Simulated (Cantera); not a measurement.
Cantera run:

```python
import numpy as np
import cantera as ct

gas_names = """
    Br Br2 H HBr H2 N NH NH2 NH3 N2 N2H2 N2H4 Si SiBr SiBr2 SiBr3 SiBr4 SiH SiHBr3 SiH2 SiH2Br2 SiH3
    SiH3Br SiH4 SiN Si2 Si2N Si3
""".split()
cond_names = """
    Br2(cr) Br2(L) Si(cr) Si(L) Si3N4(a)
""".split()


# ... load() reads the species with a 1 bar reference pressure and builds the phases ...
atoms = {
    'Si': {'Si': 1},
    'HBr': {'H': 1, 'Br': 1},
    'N2': {'N': 2},
}
top_T = {'Si3N4(a)': 2400}  # K; cautious upper limits of use, not melting points


# ... equilibrate(T, P, feed) seeds the gas with the atoms and calls Mixture.equilibrate('TP', solver="vcs", rtol=1e-11, max_steps=5000) ...
results = []
feed = {'Si': 1, 'HBr': 8.4, 'N2': 4.5}  # mol
T = 1473  # K
for P in [1, 5.2, 27, 140, 720, 3700, 19000, 100000]:
    mix = equilibrate(T, P, feed)
    results.append((T, P, feed, dict(zip(mix.species_names, mix.species_moles))))
    x = sorted(zip(gas.X, gas.species_names), reverse=True)
    print(f"T = {T:g} K  P = {P:g} Pa  gas = {mix.phase_moles(0):.4g} mol")
    print("   x: " + "  ".join(f"{s} {v:.3e}" for v, s in x if v > 0.001))
    print("   condensed (mol): " + ("  ".join(f"{mix.phase(i).name} {mix.phase_moles(i):.4g}"
          for i in range(1, mix.n_phases) if mix.phase_moles(i) > 1e-12) or "none"))
```

Result:

```
T = 1473 K  P = 1 Pa  gas = 14.56 mol
   x: N2 3.091e-01  Br 2.255e-01  HBr 2.146e-01  H2 1.804e-01  SiBr2 6.818e-02  H 1.699e-03
   condensed (mol): none
T = 1473 K  P = 5.2 Pa  gas = 13.98 mol
   x: N2 3.219e-01  HBr 3.034e-01  Br 1.541e-01  H2 1.484e-01  SiBr2 7.114e-02
   condensed (mol): none
T = 1473 K  P = 27 Pa  gas = 13.53 mol
   x: HBr 3.786e-01  N2 3.327e-01  H2 1.211e-01  Br 9.339e-02  SiBr2 7.288e-02
   condensed (mol): none
T = 1473 K  P = 140 Pa  gas = 13.2 mol
   x: HBr 4.293e-01  N2 3.410e-01  H2 1.035e-01  SiBr2 7.200e-02  Br 5.031e-02  SiBr3 2.260e-03  SiBr4 1.473e-03
   condensed (mol): none
T = 1473 K  P = 720 Pa  gas = 12.92 mol
   x: HBr 4.509e-01  N2 3.483e-01  H2 9.956e-02  SiBr2 6.458e-02  Br 2.376e-02  SiBr4 7.791e-03  SiBr3 4.923e-03
   condensed (mol): none
T = 1473 K  P = 3700 Pa  gas = 12.6 mol
   x: HBr 4.412e-01  N2 3.572e-01  H2 1.126e-01  SiBr2 4.691e-02  SiBr4 2.462e-02  Br 9.643e-03  SiBr3 7.460e-03
   condensed (mol): none
T = 1473 K  P = 19000 Pa  gas = 12.24 mol
   x: HBr 4.355e-01  N2 3.621e-01  H2 1.250e-01  SiBr4 4.635e-02  SiBr2 1.959e-02  SiBr3 6.613e-03  Br 3.986e-03
   condensed (mol): Si3N4(a) 0.03415
T = 1473 K  P = 100000 Pa  gas = 12.05 mol
   x: HBr 4.244e-01  N2 3.662e-01  H2 1.359e-01  SiBr4 6.108e-02  SiBr2 5.616e-03  SiBr3 4.065e-03  Br 1.624e-03  SiHBr3 1.146e-03
   condensed (mol): Si3N4(a) 0.04454
```

Method: chemical equilibrium by Gibbs-energy minimisation in Cantera with the NASA 1993 tables (ideal gas, pure condensed phases). N2 is the only nitrogen source here; it is nearly inert below about 1500 K, so the nitride shown seldom forms there in practice. The tables' values for SiBr3, SiBr are old estimates; treat these amounts as uncertain.
